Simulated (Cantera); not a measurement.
A Cantera script and what it prints.

```python
import numpy as np
import cantera as ct

gas_names = [...]  # 110 gases of nasa_gas.yaml made of C, H, O
cond_names = """
    C(gr) C6H6(L) C7H8(L) C8H18(L),n-octa H2O(s) H2O(L)
""".split()


# ... load() reads the species with a 1 bar reference pressure and builds the phases ...
atoms = {
    'C2H6': {'C': 2, 'H': 6},
    'O2': {'O': 2},
    'H2': {'H': 2},
}
top_T = {'C(gr)': 4500}  # K; cautious upper limits of use, not melting points


# ... equilibrate(T, P, feed) seeds the gas with the atoms and calls Mixture.equilibrate('TP', solver="vcs", rtol=1e-11, max_steps=5000) ...
results = []
feed = {'C2H6': 1, 'O2': 0.15, 'H2': 13}  # mol
T = 2700  # K
for P in [10, 72, 520, 3700, 27000, 190000, 1400000, 10000000]:
    mix = equilibrate(T, P, feed)
    results.append((T, P, feed, dict(zip(mix.species_names, mix.species_moles))))

top = {s: max(r[3][s] / sum(r[3][g] for g in gas_names) for r in results) for s in gas_names}
cols = sorted((s for s in top if top[s] > 1e-06), key=lambda s: -top[s])[:5]
seen = [c for c in cond_names if any(r[3].get(c, 0) > 1e-12 for r in results)]
print("log10 of partial pressures in bar; condensed amounts in mol")
print(f"{'P/Pa':>10s}" + "".join(f"{s[:9]:>10s}" for s in cols + seen))
for T, P, feed, n in results:
    ng = sum(n[g] for g in gas_names)
    print(f"{P:10.4g}" + "".join(f"{np.log10(max(n[s] / ng * P / 1e5, 1e-99)):10.3f}" for s in cols)
          + "".join(f"{n.get(c, 0):10.4g}" for c in seen))
```

It prints:

```
log10 of partial pressures in bar; condensed amounts in mol
      P/Pa        H2         H C2H2,acet        CO        C3     C(gr)
        10    -5.565    -4.028    -7.772    -6.031    -5.924         0
        72    -3.969    -3.230    -5.596    -5.119    -5.056    0.1727
       520    -2.635    -2.563    -4.262    -4.153    -5.056     1.033
      3700    -1.577    -2.034    -3.204    -3.225    -5.056     1.018
   2.7e+04    -0.634    -1.563    -2.261    -2.326    -5.056    0.9761
   1.9e+05     0.243    -1.124    -1.385    -1.465    -5.056    0.9531
   1.4e+06     1.120    -0.685    -0.507    -0.592    -5.056    0.9195
     1e+07     1.974    -0.259     0.346     0.268    -5.056    0.7557
```

These are equilibrium values from Cantera (NASA tables, ideal gas, pure condensed phases), not measurements of a reactor. The ideal-gas law is rough above about 30 bar.
